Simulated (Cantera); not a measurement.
**Adiabatic ignition**

An adiabatic, constant-pressure homogeneous reactor starts with CO : H2 : CH4 : O2 : N2 = 1 : 0.053 : 0.44 : 1.65 : 6.22 (molar parts), at 1025 K and 0.987 atm.

Detailed kinetics in Cantera: GRI-Mech 3.0 (53 species, 325 reactions).

```csv
t (s),T (K),x CO,x H2,x CH4,x CH2CO,x NO
2.00e-6,1025,0.107,0.00566,0.0470,<1e-12,<1e-12
5.11e-6,1025,0.107,0.00566,0.0470,<1e-12,<1e-12
1.30e-5,1025,0.107,0.00566,0.0470,<1e-12,<1e-12
3.33e-5,1025,0.107,0.00566,0.0470,<1e-12,<1e-12
8.50e-5,1025,0.107,0.00566,0.0470,<1e-12,<1e-12
0.000217,1025,0.107,0.00566,0.0470,<1e-12,<1e-12
0.000554,1025,0.107,0.00566,0.0470,<1e-12,<1e-12
0.00141,1025,0.107,0.00566,0.0470,1.49e-12,<1e-12
0.00361,1025,0.107,0.00566,0.0470,2.56e-11,<1e-12
0.00922,1025,0.107,0.00565,0.0469,1.13e-9,<1e-12
0.0235,1028,0.107,0.00562,0.0467,1.56e-8,<1e-12
0.0601,1047,0.106,0.00575,0.0448,1.46e-6,<1e-12
0.153,2517,0.0285,0.00330,<1e-12,<1e-12,0.00904
0.392,2517,0.0285,0.00330,<1e-12,<1e-12,0.00904
1.00,2517,0.0285,0.00330,<1e-12,<1e-12,0.00904
```
x: mole fraction; the columns are a selection and need not sum to one.

```json
{
 "time_of_steepest_temperature_rise": "69.3 ms",
 "temperature at 1.00 s": "2517 K",
 "equilibrium_temperature": "2517 K",
 "x(CO) at 1.00 s": "0.0285 (gas-phase equilibrium 0.0285)",
 "x(H2) at 1.00 s": "0.00330 (gas-phase equilibrium 0.00330)",
 "x(CH4) at 1.00 s": "<1e-12 (gas-phase equilibrium <1e-12)"
}
```
